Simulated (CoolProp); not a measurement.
Saturation properties of the fluoroketone C6F12O (FK-5-1-12).

The numbers come from the reference Helmholtz-energy equation of state, McLinden 2015 in CoolProp.

```
T (°C)  p (bar)  liquid density (kg/m³)  liquid cp (kJ/(kg K))
------  -------  ----------------------  ---------------------
76.55     2.406                    1432                  1.155
78.55     2.546                    1424                  1.158
80.55     2.692                    1417                  1.162
82.45     2.837                    1410                  1.165
84.45     2.996                    1402                  1.168
86.45     3.161                    1394                  1.172
88.35     3.325                    1387                  1.175
90.35     3.504                    1379                  1.179
92.35     3.690                    1371                  1.182
94.25     3.874                    1363                  1.186
96.25     4.075                    1355                  1.190
98.25     4.284                    1346                  1.195
100.25    4.500                    1338                  1.199
102.15    4.714                    1330                  1.203
```

It boils at 49.1 °C under 1 atm.
